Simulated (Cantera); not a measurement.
A perfectly stirred reactor is fed with CH₄ : H₂ = 0.002 : 1 (molar parts), at 10.5 Torr; it is held at 1850 K, and followed from long to short residence time.

Cantera simulation using GRI-Mech 3.0 (53 species, 325 reactions); the numbers are that mechanism's predictions, not measurements. GRI-Mech 3.0 stops at C3 and has no aromatics, soot or wall deposition, so with more carbon than oxygen in the feed, carbon stays in small species such as C2H2 where larger ones or solid carbon would form. Radical loss at walls, strong at low pressure, is not modelled.

Task: What does this change do: H2 1 to 0.1 parts?

Result: 
```tsv
quantity	before	after
x(CH₄) at τ = 19.0 s	0.000321	0.00105
x(H₂) at τ = 19.0 s	0.995	0.986
x(CH₂) at τ = 19.0 s	1.36e-7	4.53e-7
x(C₂H₂) at τ = 19.0 s	0.000820	0.00903
x(CH₃) at τ = 19.0 s	2.75e-5	9.12e-5
x(CH₄) at τ = 0.120 s	0.00193	0.0129
x(H₂) at τ = 0.120 s	0.997	0.981
x(CH₂) at τ = 0.120 s	4.63e-8	1.79e-6
x(C₂H₂) at τ = 0.120 s	1.05e-5	0.00290
x(CH₃) at τ = 0.120 s	3.94e-5	0.000671
```

Task: What does this change do: H2 1 to 0.13 parts?

Result: 
| quantity | before | after |
|---|---|---|
| x(CH₄) at τ = 19.0 s | 0.000321 | 0.000920 |
| x(H₂) at τ = 19.0 s | 0.995 | 0.988 |
| x(CH₂) at τ = 19.0 s | 1.36e-7 | 3.99e-7 |
| x(C₂H₂) at τ = 19.0 s | 0.000820 | 0.00695 |
| x(CH₃) at τ = 19.0 s | 2.75e-5 | 8.00e-5 |
| x(CH₄) at τ = 0.120 s | 0.00193 | 0.0107 |
| x(H₂) at τ = 0.120 s | 0.997 | 0.984 |
| x(CH₂) at τ = 0.120 s | 4.63e-8 | 1.44e-6 |
| x(C₂H₂) at τ = 0.120 s | 1.05e-5 | 0.00190 |
| x(CH₃) at τ = 0.120 s | 3.94e-5 | 0.000542 |
